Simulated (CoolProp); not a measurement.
Properties of R152A at several states (Tc = 386.4 K, pc = 4517 kPa, ω = 0.275).

The numbers come from the reference Helmholtz-energy equation of state, Outcalt 1996 in CoolProp. It is a modified Benedict-Webb-Rubin equation, recast in Helmholtz form.

```csv
T (K),p (kPa),phase,cp (kJ/(kg K)),isothermal compressibility (1/MPa),viscosity (µPa s),Prandtl number,fugacity coefficient
170.1,12.3,liquid,1.515,0.0007568,1250,11.1,0.03407
405.7,24600,supercritical,1.919,0.007507,94.4,2.13,0.2642
317.3,2540,liquid,1.881,0.005750,133,2.66,0.3483
```

Viscosity comes from a separate model (Bell 2016), an estimate that may be off by 10 % or more. Thermal conductivity comes from a separate model (Krauss 1996).
